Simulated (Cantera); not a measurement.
A perfectly stirred reactor is fed with CH₄ : O₂ : N₂ = 1 : 1.82 : 6 (molar parts), at 0.250 bar; it is adiabatic with a 750 K inlet, and is followed from long to short residence time, starting on the burning branch (τ in s: 0.2, 0.087, 0.038, 0.016, 0.0071, 0.0031, 0.0013, 0.00057, 0.00025, 0.00011, 4.6e-05, 2e-05).

Computed with Cantera and GRI-Mech 3.0 (53 species, 325 reactions).

**Question.** Predict: blow-out, bracketed by the residence times tried; x(CH₄) at τ = 0.200 s; x(O₂) at τ = 0.200 s; x(H₂O) at τ = 0.200 s; x(HCO) at τ = 0.200 s; x(CH₃) at τ = 0.200 s; x(CH₄) at τ = 1.30 ms; x(O₂) at τ = 1.30 ms; x(H₂O) at τ = 1.30 ms; x(HCO) at τ = 1.30 ms; x(CH₃) at τ = 1.30 ms.

**Answer.** 
```
Item                                                                           Result
------------------------------------------------  -----------------------------------
blow-out, bracketed by the residence times tried  burning at 0.110 ms, out at 46.0 µs
x(CH₄) at τ = 0.200 s                                                         1.52e-6
x(O₂) at τ = 0.200 s                                                          0.00829
x(H₂O) at τ = 0.200 s                                                           0.189
x(HCO) at τ = 0.200 s                                                         5.49e-8
x(CH₃) at τ = 0.200 s                                                         1.12e-6
x(CH₄) at τ = 1.30 ms                                                        0.000129
x(O₂) at τ = 1.30 ms                                                           0.0180
x(H₂O) at τ = 1.30 ms                                                           0.169
x(HCO) at τ = 1.30 ms                                                         5.69e-6
x(CH₃) at τ = 1.30 ms                                                         7.06e-5
```
